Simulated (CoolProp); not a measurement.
Carbonyl sulfide along the isobar 16.1 MPa: fugacity coefficient from the reference equation and from simpler models built on Tc = 378.8 K, pc = 6.369 MPa, ω = 0.098; each cubic takes its own stable root.

Model: reference Helmholtz-energy equation of state, Lemmon 2006, in CoolProp. It is a short technical equation, of lower accuracy than the large ones.

```
T (K)          phase  reference  van der Waals  Soave-Redlich-Kwong  Peng-Robinson
-----  -------------  ---------  -------------  -------------------  -------------
371.3         liquid     0.3108         0.3704               0.3237            ___
394.9  supercritical     0.3959         0.4323               0.4113         0.3862
418.5  supercritical     0.4806         0.4928               0.4971            ___
442.1  supercritical        ___         0.5500               0.5753            ___
465.7  supercritical     0.6260         0.6028               0.6427         0.6053
489.3  supercritical     0.6821         0.6499               0.6994         0.6600
512.9  supercritical     0.7291         0.6911               0.7473         0.7066
536.5  supercritical     0.7686         0.7269               0.7878         0.7466
560.1  supercritical     0.8022         0.7579               0.8223         0.7811
583.7  supercritical     0.8309            ___               0.8519         0.8110
607.2  supercritical     0.8555         0.8084               0.8773            ___
```

### Question
Complete the blanks.

### Answer

- 371.3, Peng-Robinson: 0.3037
- 418.5, Peng-Robinson: 0.4671
- 442.1, reference: 0.5587
- 442.1, Peng-Robinson: 0.5411
- 583.7, van der Waals: 0.7848
- 607.2, Peng-Robinson: 0.8369
